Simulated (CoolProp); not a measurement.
Nitrogen at 298.15 K and 1.59 MPa flows at 6.8 m/s in a round tube of 12.7 mm bore and 15 µm roughness, fully developed (64/Re and Nu = 3.66 if laminar; Colebrook and Gnielinski if turbulent). Each further row changes one setting.

Model: reference Helmholtz-energy equation of state, Span 2000, in CoolProp.

```csv
case,Reynolds number,Darcy friction factor,pressure drop (Pa/m),heat-transfer coefficient (W/(m² K)),mass flow (kg/h)
as stated,86300,0.0231,757,428,[?]
velocity 13.6 m/s,173000,0.0219,2870,[?],112
diameter 25.4 mm,173000,0.0195,[?],360,223
```

Task: What belongs in the gaps?

Result: 
- as stated, mass flow (kg/h): 55.9
- velocity 13.6 m/s, heat-transfer coefficient (W/(m² K)): 814
- diameter 25.4 mm, pressure drop (Pa/m): 320

Viscosity comes from a separate model (Lemmon 2004). Thermal conductivity comes from a separate model (Lemmon 2004).
